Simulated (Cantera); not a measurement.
**Hydrocarbon pyrolysis for carbon deposition**

An isothermal, constant-pressure homogeneous reactor starts with 0.826 % CH4, 99.2 % N2, at 1825 K and 0.0263 atm.

Cantera simulation using GRI-Mech 3.0 (53 species, 325 reactions); the numbers are that mechanism's predictions, not measurements. GRI-Mech 3.0 stops at C3 and has no aromatics, soot or wall deposition, so with more carbon than oxygen in the feed, carbon stays in small species such as C2H2 where larger ones or solid carbon would form. Radical loss at walls, strong at low pressure, is not modelled.

```
t (s)        x CH4     x HCN     x CH2    x C2H4    x C2H2      x H2
--------  --------  --------  --------  --------  --------  --------
1.00e-5    0.00826    <1e-12    <1e-12    <1e-12    <1e-12   5.98e-9
2.82e-5    0.00826    <1e-12    <1e-12    <1e-12    <1e-12   4.50e-8
7.93e-5    0.00826    <1e-12  1.63e-11  4.12e-12    <1e-12   3.08e-7
0.000223   0.00826    <1e-12  2.74e-10  1.63e-10    <1e-12   1.72e-6
0.000629   0.00825  2.30e-12   2.92e-9   5.74e-9  6.97e-11   6.93e-6
0.00177    0.00822  3.10e-11   2.00e-8   1.56e-7   5.66e-9   2.23e-5
0.00499    0.00813  5.67e-10   1.15e-7   3.51e-6   3.80e-7   7.19e-5
0.0140     0.00775   1.57e-8   6.01e-7   6.34e-5   2.20e-5  0.000362
0.0395     0.00545   7.89e-7   1.94e-6  0.000369  0.000748   0.00325
0.111      0.00179   8.36e-6   1.54e-6   7.07e-5   0.00301   0.00927
0.313     0.000359   2.72e-5   7.19e-7   4.70e-6   0.00387    0.0116
0.883      5.04e-5   5.69e-5   2.07e-7   1.89e-7   0.00404    0.0121
2.49       4.58e-6   8.11e-5   2.85e-8   2.81e-8   0.00405    0.0122
7.00       1.38e-7   8.63e-5   1.30e-9   2.60e-8   0.00405    0.0122
```
x: mole fraction; the columns are a selection and need not sum to one.

Equilibrium at this temperature and pressure: CH4 2.18e-8, HCN 0.00787, CH2 3.06e-10, C2H4 1.03e-9, C2H2 0.000162, H2 0.0121 (gas phase only).
